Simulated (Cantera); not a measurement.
A closed system holds: 1 mol Hg, 0.046 mol H₂, held at 21000 Pa.

Equilibrium computed with Cantera from the NASA thermochemical tables; the gas is ideal and each condensed phase is pure. Candidate condensed phases: Hg; 3 gas species. Rates play no part.

Task: Which condensed phases are stable at each of these points (T (K)): 548, 648, 748, 848, 948, 1048, 1148, 1248, 1348, 1448, 1548, 1648?

Result: 
```
T (K)  condensed phases  Hg condensed (%)
-----  ----------------  ----------------
548               Hg(l)              68.3
648            gas only               0.0
748            gas only               0.0
848            gas only               0.0
948            gas only               0.0
1048           gas only               0.0
1148           gas only               0.0
1248           gas only               0.0
1348           gas only               0.0
1448           gas only               0.0
1548           gas only               0.0
1648           gas only               0.0
```

At 548 K the condensed part is Hg(l). From 648 K to 1648 K nothing is condensed.
